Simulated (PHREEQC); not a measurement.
Make-up at 25 °C: 120 mmol/kgw HF and 130 mmol/kgw NH4HF2. Closed to the air; pH follows from the charge balance.

Model: ion-association model, phreeqc.dat, run in PHREEQC.

No solid was allowed to form.

Q: What pH, density does the model give?

A: pH 2.64; density 1.001 g/cm³.

Q: In which forms is F present?

A: HF 50 %, HF2- 30 %, F- 20 % of the F.

Complexes and solids missing from the database can't appear.
